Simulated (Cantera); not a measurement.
Input: 1 mol Al, 14 mol N2O, 10 mol N2, equilibrated at 923 K and 1500 Pa.

These are equilibrium values from Cantera (NASA tables, ideal gas, pure condensed phases), not measurements of a reactor. Candidate condensed phases: Al, AlN, Al2O3; 16 gas species. Kinetics and transport are ignored.

Base state: N2 0.793, O2 0.207, NO 1.24e-5 (mole fractions); condensed: Al2O3(s).

**Question.** What changes in the equilibrium state with this change: temperature from 923 K to 2200 K?

**Answer.** 
| species | before | after |
|---|---|---|
| N2 | 0.793 | 0.783 |
| O2 | 0.207 | 0.195 |
| NO | 1.24e-5 | 0.0121 |
| O | <1e-9 | 0.00974 |
| Al2O3(s), mol | 0.500 | 0.500 |
